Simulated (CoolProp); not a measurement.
Vapour pressure (MPa) of hydrogen chloride: the reference equation beside estimates from Tc = 51.5 °C, pc = 8.314 MPa, ω = 0.130. Clausius-Clapeyron is anchored at -93.95 °C with a constant enthalpy of vaporisation of 16.52 kJ/mol.

Values from CoolProp's reference Helmholtz-energy equation of state, Thol 2018.

| T (°C) | reference | Lee-Kesler | Clausius-Clapeyron | van der Waals | Redlich-Kwong | Soave-Redlich-Kwong |
|---|---|---|---|---|---|---|
| -104.05 | 0.02995 | 0.02722 | 0.03053 | 0.3030 | 0.03248 | 0.02740 |
| -93.95 | 0.05920 | 0.05513 | 0.05920 | 0.4382 | 0.06689 | [?] |
| -83.95 | 0.1074 | 0.1021 | 0.1064 | 0.6089 | 0.1244 | 0.1024 |
| -73.85 | [?] | 0.1774 | 0.1811 | 0.8227 | 0.2154 | 0.1776 |
| -63.75 | 0.2958 | 0.2904 | 0.2929 | 1.082 | 0.3497 | 0.2903 |
| -53.75 | 0.4535 | 0.4501 | 0.4514 | 1.389 | [?] | 0.4498 |
| -43.65 | 0.6707 | 0.6712 | 0.6724 | 1.751 | 0.7888 | 0.6712 |
| -33.55 | 0.9582 | [?] | 0.9685 | 2.170 | 1.118 | 0.9659 |
| -23.55 | 1.325 | 1.338 | 1.350 | 2.644 | 1.529 | 1.343 |

Q: Complete the blanks.

A: 
- -93.95, Soave-Redlich-Kwong: 0.05540
- -73.85, reference: 0.1833
- -53.75, Redlich-Kwong: 0.5359
- -33.55, Lee-Kesler: 0.9645

Absolute difference from the reference over all 9 rows, mean and median: Lee-Kesler 3.2 and 1.8 %, Clausius-Clapeyron 1.0 and 1.0 %, van der Waals 358.5 and 265.8 %, Redlich-Kwong 15.7 and 16.7 %, Soave-Redlich-Kwong 3.1 and 1.9 %.
